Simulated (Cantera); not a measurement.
Equilibrium for calcination and drying: Mg(OH)₂ + H₂ + H₂O

Feed: 1 mol Mg(OH)₂, 1.5 mol H₂, 0.14 mol H₂O, equilibrated at 2023 K and 290000 Pa.

Cantera equilibrium calculation (NASA polynomials, part measured and part estimated; ideal gas, pure solids and liquids). Candidate condensed phases: H₂O, Mg, MgO, Mg(OH)₂; 15 gas species. Kinetics and transport are ignored.

```json
{
 "x(H₂)": "0.568",
 "x(H₂O)": "0.432",
 "x(H)": "0.000840",
 "x(OH)": "6.65e-5",
 "x(Mg(OH)₂)": "2.03e-5",
 "x(Mg)": "9.54e-6",
 "x(MgOH)": "5.74e-6",
 "n(MgO(s))": "1.000 mol",
 "gas_amount": "2.641 mol",
 "log10 activity of Mg(l) (absent)": "-6.11"
}
```
